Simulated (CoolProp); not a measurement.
Vapour-liquid equilibrium of methanol (1) + benzene (2) at 448.4 K; x and y are mole fractions of (1).

Computed with CoolProp (multi-fluid Helmholtz-energy mixture model, de Reuck 1993 and Thol 2012; pair parameters Bell 2016).

```
x     bubble pressure, mixture model (MPa)  bubble pressure, Raoult's law (MPa)  y, mixture model  y, Raoult's law
----  ------------------------------------  -----------------------------------  ----------------  ---------------
0.05                                 1.204                                1.020             0.208            0.121
0.15                                 1.573                                1.171             0.404            0.315
0.25                                 1.818                                1.323             0.502            0.465
0.35                                 1.990                                1.474             0.567            0.584
0.45                                 2.120                                1.626             0.620            0.681
0.55                                 2.226                                1.777             0.671            0.761
0.65                                 2.313                                1.929             0.726            0.829
0.75                                 2.383                                2.080             0.790            0.887
0.85                                 2.430                                2.232             0.864            0.937
0.95                                 2.455                                2.383             0.952            0.980
```

The largest gap from Raoult's law is +37.4 % in bubble pressure, at x = 0.25. No azeotrope shows between x = 0.05 and 0.95.

Pair parameters are fitted to limited data, so mixtures are less certain than the pure fluids.
